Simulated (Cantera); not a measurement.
Cantera run:

```python
import numpy as np
import cantera as ct

gas_names = [...]  # 140 gases of nasa_gas.yaml made of C, Fe, H, N, O
cond_names = """
    C(gr) C6H6(L) C7H8(L) C8H18(L),n-octa Fe(a) Fe(c) Fe(d) Fe(L) FeC5O5(L) FeO(s) FeO(L) Fe(OH)2(s)
    Fe(OH)3(s) Fe2O3(s) Fe3O4(s) H2O(s) H2O(L)
""".split()


# ... load() reads the species with a 1 bar reference pressure and builds the phases ...
atoms = {
    'Fe(CO)5': {'Fe': 1, 'C': 5, 'O': 5},
    'N2': {'N': 2},
    'H2': {'H': 2},
}
top_T = {'C(gr)': 4500, 'Fe2O3(s)': 1830, 'Fe3O4(s)': 1870}  # K; cautious upper limits of use, not melting points


# ... equilibrate(T, P, feed) seeds the gas with the atoms and calls Mixture.equilibrate('TP', solver="vcs", rtol=1e-11, max_steps=5000) ...
results = []
feed = {'Fe(CO)5': 1, 'N2': 2.9, 'H2': 0.4}  # mol
P = 1000  # Pa
for T in [1050, 1075, 1100, 1125, 1150, 1175, 1200, 1225, 1250, 1275, 1300]:
    mix = equilibrate(T, P, feed)
    results.append((T, P, feed, dict(zip(mix.species_names, mix.species_moles))))

top = {s: max(r[3][s] / sum(r[3][g] for g in gas_names) for r in results) for s in gas_names}
cols = sorted((s for s in top if top[s] > 0.0001), key=lambda s: -top[s])[:9]
seen = [c for c in cond_names if any(r[3].get(c, 0) > 1e-12 for r in results)]
print("log10 of partial pressures in bar; condensed amounts in mol")
print(f"{'T/K':>10s}" + "".join(f"{s[:9]:>10s}" for s in cols + seen))
for T, P, feed, n in results:
    ng = sum(n[g] for g in gas_names)
    print(f"{T:10.4g}" + "".join(f"{np.log10(max(n[s] / ng * P / 1e5, 1e-99)):10.3f}" for s in cols)
          + "".join(f"{n.get(c, 0):10.4g}" for c in seen))
```

It prints:

```
log10 of partial pressures in bar; condensed amounts in mol
       T/K        CO        N2        H2       CO2     C(gr)     Fe(a)     Fe(c)
      1050    -2.221    -2.456    -3.317    -5.112  0.006823         1         0
      1075    -2.221    -2.456    -3.317    -5.308   0.00436         1         0
      1100    -2.220    -2.457    -3.317    -5.495  0.002838         1         0
      1125    -2.220    -2.457    -3.317    -5.674  0.001875         1         0
      1150    -2.220    -2.457    -3.317    -5.844   0.00125         1         0
      1175    -2.220    -2.457    -3.317    -6.008 0.0008343         1         0
      1200    -2.220    -2.457    -3.317    -6.164 0.0005477         0         1
      1225    -2.220    -2.457    -3.317    -6.314  0.000342         0         1
      1250    -2.220    -2.457    -3.317    -6.457 0.0001863         0         1
      1275    -2.220    -2.457    -3.317    -6.595 6.053e-05         0         1
      1300    -2.220    -2.457    -3.317    -6.674         0         0         1
```

Method: chemical equilibrium by Gibbs-energy minimisation in Cantera with the NASA 1993 tables (ideal gas, pure condensed phases). Condensed phases not in the tables: cementite and carbon dissolved in iron.
